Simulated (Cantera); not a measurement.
A Cantera script and what it prints.

```python
import numpy as np
import cantera as ct

gas_names = """
    Fe FeO Fe(OH)2 H HO2 H2 H2O H2O2 O OH O2 O3
""".split()
cond_names = """
    Fe(a) Fe(c) Fe(d) Fe(L) FeO(s) FeO(L) Fe(OH)2(s) Fe(OH)3(s) Fe2O3(s) Fe3O4(s) H2O(s) H2O(L)
""".split()


# ... load() reads the species with a 1 bar reference pressure and builds the phases ...
atoms = {
    'Fe2O3': {'Fe': 2, 'O': 3},
    'H2O': {'H': 2, 'O': 1},
}
top_T = {'Fe2O3(s)': 1830, 'Fe3O4(s)': 1870}  # K; cautious upper limits of use, not melting points


# ... equilibrate(T, P, feed) seeds the gas with the atoms and calls Mixture.equilibrate('TP', solver="vcs", rtol=1e-11, max_steps=5000) ...
results = []
feed = {'Fe2O3': 1, 'H2O': 0.39}  # mol
T = 1400  # K
P = 100000  # Pa
mix = equilibrate(T, P, feed)
results.append((T, P, feed, dict(zip(mix.species_names, mix.species_moles))))
x = sorted(zip(gas.X, gas.species_names), reverse=True)
print(f"T = {T:g} K  P = {P:g} Pa  gas = {mix.phase_moles(0):.4g} mol")
print("   x: " + "  ".join(f"{s} {v:.3e}" for v, s in x if v > 1e-05))
print("   condensed (mol): " + ("  ".join(f"{mix.phase(i).name} {mix.phase_moles(i):.4g}"
      for i in range(1, mix.n_phases) if mix.phase_moles(i) > 1e-12) or "none"))
```

Output:

```
T = 1400 K  P = 100000 Pa  gas = 0.3901 mol
   x: H2O 9.996e-01  O2 3.655e-04  H2 2.362e-05  OH 1.988e-05
   condensed (mol): Fe2O3(s) 0.9992  Fe3O4(s) 0.0005595
```

Equilibrium computed with Cantera from the NASA thermochemical tables; the gas is ideal and each condensed phase is pure. Mutual solubility and eutectic melting of coexisting phases are not modelled.
